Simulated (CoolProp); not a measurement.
Computed with CoolProp (reference Helmholtz-energy equation of state, Akasaka 2023).

### Question
For R1224YDZ, give the phase and the cp (kJ/(kg K)), speed of sound (m/s), isothermal compressibility (1/MPa), expansivity (1/kK) at -47.65 °C and 0.556 MPa; -47.65 °C and 3.89 MPa.

### Answer
- -47.65 °C and 0.556 MPa: liquid; cp 1.04, speed of sound 908, isothermal compressibility 0.00112, expansivity 1.55
- -47.65 °C and 3.89 MPa: liquid; cp 1.03, speed of sound 923, isothermal compressibility 0.00108, expansivity 1.51
